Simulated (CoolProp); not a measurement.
A simple Rankine cycle with R124: condensing at 312.15 K, boiler at 2.85 MPa, turbine inlet 397.5 K, turbine efficiency 0.75, pump efficiency 0.7, no recuperator. Each further row changes one setting.

Model: reference Helmholtz-energy equation of state, de Vries 1995, in CoolProp.

| case | thermal efficiency (%) | net work (kJ/kg) | heat in (kJ/kg) | turbine exit temperature (K) | volume ratio over the turbine |
|---|---|---|---|---|---|
| as stated | ___ | 18.4 | 182 | 342.1 | 5.91 |
| turbine inlet 417.5 K | 10.3 | 21.1 | 206 | 366.8 | 5.48 |
| condensing temperature 304.15 K | 11.2 | 21.5 | 191 | 336.4 | ___ |
| boiler pressure 1.99 MPa | 8.5 | ___ | ___ | 360.3 | 3.68 |
| turbine efficiency 0.65 | 8.6 | 15.6 | 182 | 345.3 | ___ |

Q: What belongs in the gaps?

A: 
- as stated, thermal efficiency (%): 10.1
- condensing temperature 304.15 K, volume ratio over the turbine: 7.45
- boiler pressure 1.99 MPa, net work (kJ/kg): 16.6
- boiler pressure 1.99 MPa, heat in (kJ/kg): 196
- turbine efficiency 0.65, volume ratio over the turbine: 5.99
